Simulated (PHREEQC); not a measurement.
Consider water at 20 °C with 0.012 mol AgF and 7.9e-05 mol NaCl per kg of water. Closed to the air; pH follows from the charge balance.

Model: ion-association model, wateq4f.dat, run in PHREEQC.

| quantity | before | after |
|---|---|---|
| pH | 7.47 | 7.32 |
| AgF (mol/kgw) | 0.000271 | 1.26e-5 |
| HF (mol/kgw) | 4.80e-7 | 1.47e-7 |
| AgOH (mol/kgw) | 3.11e-7 | 4.74e-8 |
| HF2- (mol/kgw) | 2.08e-8 | 1.29e-9 |
| SI of Ag2O (Ag2O) | -1.72 | -3.36 |

Which change was made?
A. diluted 5-fold with water
B. NaCl left out
C. AgF from 0.012 to 0.12 mol/kgw

A, diluted 5-fold with water

No solid was allowed to form. Some of these states are supersaturated (in Cerargyrite, for instance).
